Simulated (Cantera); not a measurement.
Input: 1 mol HMDSO, 0.2 mol N2O, 8.8 mol H2, 11 mol CO2, equilibrated at 1973 K and 1.00 bar.

Method: chemical equilibrium by Gibbs-energy minimisation in Cantera with the NASA 1993 tables (ideal gas, pure condensed phases). Candidate condensed phases: C, C6H6, C7H8, C8H18, H2O, Si, SiC, SiO2, Si2N2O, Si3N4; 151 gas species. The feed counts by its element totals alone. The tables hold silica as quartz up to 1696 K and as liquid above; real silica turns to tridymite and cristobalite and melts near 1996 K. Gases not in the tables: Si(OH)4. The numbers say what is thermodynamically allowed, not how fast it happens.

Base state: CO 0.473, H2 0.456, H2O 0.0513, CO2 0.0119, N2 0.00571, H 0.000911, SiO 0.000417 (mole fractions); condensed: SiO2(condensed).

Problem. What changes in the equilibrium state with this change: temperature from 1973 K to 1048.15 K?

Solution. 
```csv
species,before,after
H2,0.456,0.460
CO,0.473,0.440
CO2,0.0119,0.0429
H2O,0.0513,0.0378
CH4,5.23e-8,0.0124
SiO,0.000417,<1e-9
H,0.000911,5.26e-9
NH3,4.90e-7,1.03e-5
N2,0.00571,0.00587
"SiO2(condensed), mol",1.99,0
"C(graphite), mol",0,0.128
"SiO2(β-quartz), mol",0,2.00
```

Problem. What changes in the equilibrium state with this change: CO2 from 11 to 9.3 mol?

Solution. 
| species | before | after |
|---|---|---|
| H2 | 0.456 | 0.519 |
| CO | 0.473 | 0.456 |
| H2O | 0.0513 | 0.0140 |
| CO2 | 0.0119 | 0.00274 |
| SiO | 0.000417 | 0.00174 |
| H | 0.000911 | 0.000972 |
| N2 | 0.00571 | 0.00599 |
| SiO2(condensed), mol | 1.99 | 1.94 |
